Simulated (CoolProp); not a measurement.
Cyclopentane along the isotherm 156.95 °C: Z from the reference equation and from simpler models built on Tc = 238.6 °C, pc = 4.583 MPa, ω = 0.202; each cubic takes its own stable root.

Values from CoolProp's reference Helmholtz-energy equation of state, Gedanitz 2015.

```csv
p (MPa),phase,reference,van der Waals,Redlich-Kwong,Soave-Redlich-Kwong,Peng-Robinson
0.0725,gas,0.9902,0.9929,0.9911,0.9907,0.9900
0.106,gas,0.9856,0.9895,0.9870,0.9863,0.9853
0.156,gas,0.9786,0.9845,0.9808,0.9798,0.9783
0.229,gas,0.9684,0.9771,0.9716,0.9701,0.9679
0.336,gas,0.9530,0.9661,0.9578,0.9557,0.9524
0.494,gas,0.9295,0.9494,0.9370,0.9336,0.9288
0.725,gas,0.8933,0.9239,0.9050,0.8998,0.8928
1.06,gas,0.8353,0.8843,0.8550,0.8463,0.8362
1.56,liquid,0.05236,0.8173,0.7681,0.05708,0.05030
2.29,liquid,0.07647,0.1213,0.08634,0.08298,0.07320
3.36,liquid,0.1114,0.1731,0.1246,0.1202,0.1061
4.94,liquid,0.1622,0.2467,0.1793,0.1737,0.1537
7.25,liquid,0.2352,0.3501,0.2565,0.2496,0.2212
10.6,liquid,0.3385,0.4943,0.3640,0.3558,0.3159
15.6,liquid,0.4887,0.7009,0.5176,0.5081,0.4520
22.9,liquid,0.7011,0.9906,0.7318,0.7212,0.6430
```

At some of these states van der Waals, Redlich-Kwong gives the other phase, because its saturation line lies elsewhere.
